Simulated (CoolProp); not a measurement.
Saturation properties of acetone (Tc = 508.1 K, pc = 46.92 bar, ω = 0.307).

Model: reference Helmholtz-energy equation of state, Lemmon 2006, in CoolProp. It is a short technical equation, of lower accuracy than the large ones.

| T (K) | p (bar) | liquid density (kg/m³) | enthalpy of vaporisation (kJ/kg) | liquid cp (kJ/(kg K)) | surface tension (mN/m) |
|---|---|---|---|---|---|
| 318.2 | 0.6845 | 761.8 | ___ | 2.196 | 20.2 |
| 320.4 | 0.7421 | 759.3 | 511.0 | 2.203 | 19.9 |
| 322.7 | 0.8064 | 756.6 | 508.6 | 2.210 | 19.7 |
| 325 | 0.8750 | 753.9 | 506.1 | 2.216 | 19.4 |
| 327.3 | 0.9483 | 751.2 | 503.5 | ___ | ___ |
| 329.6 | 1.026 | 748.5 | 501.0 | 2.231 | 18.8 |
| 331.8 | 1.106 | 745.9 | 498.6 | 2.237 | 18.5 |
| 334.1 | 1.194 | 743.1 | 496.0 | 2.245 | 18.3 |
| 336.4 | ___ | ___ | 493.4 | 2.252 | 18.0 |
| 338.7 | 1.386 | 737.6 | 490.8 | 2.260 | 17.7 |
| 341 | 1.491 | 734.8 | 488.2 | 2.267 | 17.4 |
| 343.3 | 1.603 | 732.0 | 485.5 | 2.275 | 17.1 |
| 345.5 | 1.715 | 729.3 | 483.0 | 2.283 | 16.9 |

Q: What belongs in the gaps?

A: 
- 318.2, enthalpy of vaporisation (kJ/kg): 513.4
- 327.3, liquid cp (kJ/(kg K)): 2.223
- 327.3, surface tension (mN/m): 19.1
- 336.4, p (bar): 1.287
- 336.4, liquid density (kg/m³): 740.4

It boils at 329.2 K under 1 atm.

Surface tension comes from a separate correlation (Mulero 2012).
